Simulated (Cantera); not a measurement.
A perfectly stirred reactor is fed with 5.75 % H2, 94.3 % O2, equivalence ratio 0.030, at 10.00 Torr; it is held at 1423 K, and followed from long to short residence time.

Computed with Cantera and the H2/O2 subset of GRI-Mech 3.0, which has no nitrogen chemistry. Radical loss at walls, strong at low pressure, is not modelled. The temperature is held fixed by assumption; the heat of reaction is taken as removed at once.

One state of this run: x H2 = 0.00203; x O2 = 0.899; x H = 0.00669; x O = 0.0366; x H2O2 = 6.11e-8; x H2O = 0.0486. x: mole fraction; the columns are a selection and need not sum to one.

### Question
Which value of τ (s) does it belong to?
A. 0.00017
B. 0.045
C. 0.0070
D. 0.0011

### Answer
C, 0.0070
